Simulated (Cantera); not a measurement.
An isothermal, constant-pressure homogeneous reactor starts with NO : N2 = 1 : 13 (molar parts), at 1825 K and 20.0 Torr. Integrator tolerance rtol = 1e-08.

Computed with Cantera and GRI-Mech 3.0 (53 species, 325 reactions). Radical loss at walls, strong at low pressure, is not modelled.

Question: What does this change do: pressure from 20.0 Torr to 0.650 bar?

Answer: 
| quantity | before | after |
|---|---|---|
| x(NO) at 40.0 s | 0.0644 (gas-phase equilibrium 0.00204) | 0.0198 (gas-phase equilibrium 0.00204) |
| x(O) at 40.0 s | 6.46e-5 (gas-phase equilibrium 0.000176) | 3.10e-5 (gas-phase equilibrium 3.57e-5) |
| x(O2) at 40.0 s | 0.00348 (gas-phase equilibrium 0.0346) | 0.0258 (gas-phase equilibrium 0.0347) |
| x(N2O) at 40.0 s | 1.62e-6 (gas-phase equilibrium 2.11e-8) | 2.51e-7 (gas-phase equilibrium 1.04e-7) |
| x(NO2) at 40.0 s | 3.40e-6 (gas-phase equilibrium 3.21e-7) | 1.34e-5 (gas-phase equilibrium 1.59e-6) |
| x(N2) at 40.0 s | 0.932 (gas-phase equilibrium 0.963) | 0.954 (gas-phase equilibrium 0.963) |
